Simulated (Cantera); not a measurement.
An isothermal, constant-pressure homogeneous reactor starts with 1.75 % C₂H₆, 98.2 % H₂, at 1500 K and 1.20 Torr.

Computed with Cantera and GRI-Mech 3.0 (53 species, 325 reactions). GRI-Mech 3.0 stops at C3 and has no aromatics, soot or wall deposition, so with more carbon than oxygen in the feed, carbon stays in small species such as C2H2 where larger ones or solid carbon would form. Radical loss at walls, strong at low pressure, is not modelled.

**Question.** Predict: x(C₂H₆) at 20.0 s; x(H₂) at 20.0 s; x(CH₄) at 20.0 s; x(C₂H₄) at 20.0 s; x(CH₂) at 20.0 s.

**Answer.** 
```
Item                                                  Value
-----------------  ----------------------------------------
x(C₂H₆) at 20.0 s  3.18e-7 (gas-phase equilibrium 1.01e-10)
x(H₂) at 20.0 s         0.974 (gas-phase equilibrium 0.983)
x(CH₄) at 20.0 s    0.0161 (gas-phase equilibrium 0.000171)
x(C₂H₄) at 20.0 s   1.84e-5 (gas-phase equilibrium 7.47e-6)
x(CH₂) at 20.0 s   3.00e-8 (gas-phase equilibrium 5.74e-10)
```
